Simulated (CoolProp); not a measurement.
Vapour-liquid equilibrium of fluoroethane (R161) (1) + R227EA (2) at 34.35 °C; x and y are mole fractions of (1).

The numbers come from the multi-fluid Helmholtz-energy mixture model, Wu 2012 and Lemmon 2016; pair parameters Bell 2016 in CoolProp.

```csv
x,bubble pressure (bar),y at the bubble point,dew pressure at overall composition x (bar),liquid density (mol/L)
0.05,6.025,?,6.020,8.147
0.15,6.192,0.184,6.135,8.614
0.25,6.513,0.325,6.323,9.106
0.35,6.981,0.464,6.585,9.630
0.45,7.572,0.589,6.927,10.19
0.55,?,0.697,7.367,10.80
0.65,9.003,?,7.932,11.46
0.75,9.789,0.862,8.669,12.18
0.85,10.60,?,9.651,12.98
0.95,11.42,0.976,10.99,13.88
```

Q: What belongs in the gaps?

A: 
- 0.05, y at the bubble point: 0.055
- 0.55, bubble pressure (bar): 8.256
- 0.65, y at the bubble point: 0.787
- 0.85, y at the bubble point: 0.924

No azeotrope shows between x = 0.05 and 0.95.

The pair parameters rest on a limited set of measurements; away from them the model extrapolates.
